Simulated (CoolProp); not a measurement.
Vapour-liquid equilibrium of CH2F2 (R32) (1) + R143a (2) at -25.05 °C; x and y are mole fractions of (1).

Model: multi-fluid Helmholtz-energy mixture model, Tillner-Roth 1997 and Lemmon and Jacobsen 2000; pair parameters Bell 2016, in CoolProp.

```csv
x,"bubble pressure, mixture model (MPa)","bubble pressure, Raoult's law (MPa)","y, mixture model","y, Raoult's law"
0.05,0.2705,0.2646,0.080,0.063
0.125,0.2834,0.2701,0.184,0.155
0.2,0.2948,0.2755,0.276,0.242
0.275,0.3047,0.2810,0.356,0.327
0.35,0.3133,0.2865,0.429,0.408
0.425,0.3205,0.2919,0.496,0.486
0.5,0.3266,0.2974,0.560,0.561
0.575,0.3314,0.3029,0.620,0.634
0.65,0.3351,0.3084,0.680,0.704
0.725,0.3376,0.3138,0.740,0.771
0.8,0.3387,0.3193,0.803,0.837
0.875,0.3384,0.3248,0.870,0.900
0.95,0.3364,0.3303,0.945,0.960
```

The largest gap from Raoult's law is +9.8 % in bubble pressure, at x = 0.5. y crosses x between x = 0.8 and 0.875: the model has an azeotrope there.

The pair parameters rest on a limited set of measurements; away from them the model extrapolates.
